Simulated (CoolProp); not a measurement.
Aqueous calcium chloride as a coolant, 23 % by mass, freezing at -24.1 °C, 1 atm.

Values from CoolProp's Melinder's fits for secondary coolants.

| T (°C) | viscosity (mPa s) | Prandtl number | density (kg/m³) | cp (kJ/(kg K)) |
|---|---|---|---|---|
| -2.6 | 3.96 | 21.5 | 1216 | 2.929 |
| 0.2 | 3.65 | 19.8 | 1216 | 2.938 |
| 3 | [?] | [?] | 1215 | 2.947 |
| 5.8 | 3.13 | 16.8 | 1214 | [?] |
| 8.6 | 2.92 | 15.6 | 1213 | 2.963 |
| 11.4 | 2.72 | [?] | 1212 | 2.971 |
| 14.1 | 2.55 | 13.5 | 1212 | 2.978 |
| 16.9 | 2.39 | 12.6 | 1211 | 2.985 |
| 19.7 | [?] | 11.8 | 1210 | 2.993 |
| 22.5 | 2.12 | 11.1 | 1208 | 2.999 |
| 25.3 | 2.00 | 10.4 | 1207 | 3.006 |
| 28.1 | [?] | 9.77 | 1206 | 3.012 |
| 30.9 | [?] | 9.21 | 1204 | 3.018 |

### Question
Some entries are withheld; supply them.

### Answer

- 3, viscosity (mPa s): 3.38
- 3, Prandtl number: 18.2
- 5.8, cp (kJ/(kg K)): 2.955
- 11.4, Prandtl number: 14.5
- 19.7, viscosity (mPa s): 2.25
- 28.1, viscosity (mPa s): 1.89
- 30.9, viscosity (mPa s): 1.79
